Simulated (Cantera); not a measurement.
What does this Cantera script print?

```python
import numpy as np
import cantera as ct

gas_names = """
    H HNO HNO2 HNO3 HO2 H2 H2O H2O2 N NH NH2 NH3 NH2OH NO NO2 NO3 N2 N2H2 N2H4 N2O O OH O2 O3 Si SiH
    SiH2 SiH3 SiH4 SiN SiO SiO2 Si2 Si2N Si3
""".split()
cond_names = """
    H2O(s) H2O(L) Si(cr) Si(L) SiO2(Lqz) SiO2(hqz) SiO2(L) Si2N2O(s) Si3N4(a)
""".split()


# ... load() reads the species with a 1 bar reference pressure and builds the phases ...
atoms = {
    'Si': {'Si': 1},
    'H2O': {'H': 2, 'O': 1},
    'N2': {'N': 2},
}
top_T = {'Si2N2O(s)': 2100, 'Si3N4(a)': 2400}  # K; cautious upper limits of use, not melting points


# ... equilibrate(T, P, feed) seeds the gas with the atoms and calls Mixture.equilibrate('TP', solver="vcs", rtol=1e-11, max_steps=5000) ...
results = []
feed = {'Si': 1, 'H2O': 2.9, 'N2': 9.2}  # mol
T = 1348  # K
P = 51000  # Pa
mix = equilibrate(T, P, feed)
results.append((T, P, feed, dict(zip(mix.species_names, mix.species_moles))))
x = sorted(zip(gas.X, gas.species_names), reverse=True)
print(f"T = {T:g} K  P = {P:g} Pa  gas = {mix.phase_moles(0):.4g} mol")
print("   x: " + "  ".join(f"{s} {v:.3e}" for v, s in x if v > 1e-06))
print("   condensed (mol): " + ("  ".join(f"{mix.phase(i).name} {mix.phase_moles(i):.4g}"
      for i in range(1, mix.n_phases) if mix.phase_moles(i) > 1e-12) or "none"))
```

It prints:

```
T = 1348 K  P = 51000 Pa  gas = 12.1 mol
   x: N2 7.603e-01  H2 1.653e-01  H2O 7.438e-02  NH3 3.080e-06  H 1.317e-06
   condensed (mol): SiO2(hqz) 1
```

Method: chemical equilibrium by Gibbs-energy minimisation in Cantera with the NASA 1993 tables (ideal gas, pure condensed phases). The tables hold silica as quartz up to 1696 K and as liquid above; real silica turns to tridymite and cristobalite and melts near 1996 K. Gases not in the tables: Si(OH)4.
